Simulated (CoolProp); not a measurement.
Vapour-liquid equilibrium of toluene (1) + m-xylene (2) at 510.5 K; x and y are mole fractions of (1).

Computed with CoolProp (multi-fluid Helmholtz-energy mixture model, Lemmon 2006 and Zhou 2012; pair parameters Bell 2016).

```tsv
x	bubble pressure, mixture model (bar)	bubble pressure, Raoult's law (bar)	y, mixture model	y, Raoult's law
0.05	8.320	8.322	0.076	0.083
0.2	9.219	9.195	0.281	0.301
0.35	10.14	10.07	0.455	0.481
0.5	11.05	10.94	(withheld)	0.633
0.65	11.93	11.81	(withheld)	0.762
0.8	(withheld)	12.69	0.851	0.873
0.95	13.59	13.56	0.963	0.970
```

### Question
What belongs in the gaps?

### Answer

- 0.5, y, mixture model: 0.604
- 0.65, y, mixture model: 0.734
- 0.8, bubble pressure, mixture model (bar): 12.78

The largest gap from Raoult's law is +1.0 % in bubble pressure, at x = 0.65. No azeotrope shows between x = 0.05 and 0.95.

The pair parameters rest on a limited set of measurements; away from them the model extrapolates.
